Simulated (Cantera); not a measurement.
What does this Cantera script print?

```python
import numpy as np
import cantera as ct

gas_names = """
    CL CL2 H HCL H2 N NH NH2 NH3 N2 N2H2 N2H4 Si SiCL SiCL2 SiCL3 SiCL4 SiH SiHCL3 SiH2 SiH2CL2 SiH3
    SiH3CL SiH4 SiN Si2 Si2N Si3
""".split()
cond_names = """
    NH4CL(a) NH4CL(b) Si(cr) Si(L) Si3N4(a)
""".split()


# ... load() reads the species with a 1 bar reference pressure and builds the phases ...
atoms = {
    'SiCl4': {'Si': 1, 'CL': 4},
    'NH3': {'N': 1, 'H': 3},
    'N2': {'N': 2},
}
top_T = {'Si3N4(a)': 2400}  # K; cautious upper limits of use, not melting points


# ... equilibrate(T, P, feed) seeds the gas with the atoms and calls Mixture.equilibrate('TP', solver="vcs", rtol=1e-11, max_steps=5000) ...
results = []
feed = {'SiCl4': 1, 'NH3': 1.8, 'N2': 6.8}  # mol
T = 1100  # K
for P in [5, 26, 140, 710, 3700, 19000, 100000]:
    mix = equilibrate(T, P, feed)
    results.append((T, P, feed, dict(zip(mix.species_names, mix.species_moles))))

top = {s: max(r[3][s] / sum(r[3][g] for g in gas_names) for r in results) for s in gas_names}
cols = sorted((s for s in top if top[s] > 1e-05), key=lambda s: -top[s])[:7]
seen = [c for c in cond_names if any(r[3].get(c, 0) > 1e-12 for r in results)]
print("log10 of partial pressures in bar; condensed amounts in mol")
print(f"{'P/Pa':>10s}" + "".join(f"{s[:9]:>10s}" for s in cols + seen))
for T, P, feed, n in results:
    ng = sum(n[g] for g in gas_names)
    print(f"{P:10.4g}" + "".join(f"{np.log10(max(n[s] / ng * P / 1e5, 1e-99)):10.3f}" for s in cols)
          + "".join(f"{n.get(c, 0):10.4g}" for c in seen))
```

Result:

```
log10 of partial pressures in bar; condensed amounts in mol
      P/Pa        N2       HCL        H2     SiCL4     SiCL2     SiCL3    SiHCL3  Si3N4(a)
         5    -4.516    -4.837    -5.371    -6.273    -6.995    -7.206    -8.639    0.2788
        26    -3.798    -4.136    -4.629    -5.430    -6.812    -6.693    -7.755    0.2721
       140    -3.065    -3.424    -3.867    -4.598    -6.641    -6.191    -6.872    0.2605
       710    -2.357    -2.742    -3.131    -3.812    -6.483    -5.719    -6.032    0.2472
      3700    -1.638    -2.051    -2.383    -3.023    -6.329    -5.248    -5.187    0.2327
   1.9e+04    -0.925    -1.369    -1.643    -2.251    -6.180    -4.787    -4.356    0.2176
     1e+05    -0.201    -0.679    -0.893    -1.474    -6.033    -4.325    -3.519    0.2021
```

Cantera equilibrium calculation (NASA polynomials, part measured and part estimated; ideal gas, pure solids and liquids). The tables' values for SiCl3 are old estimates; treat these amounts as uncertain.
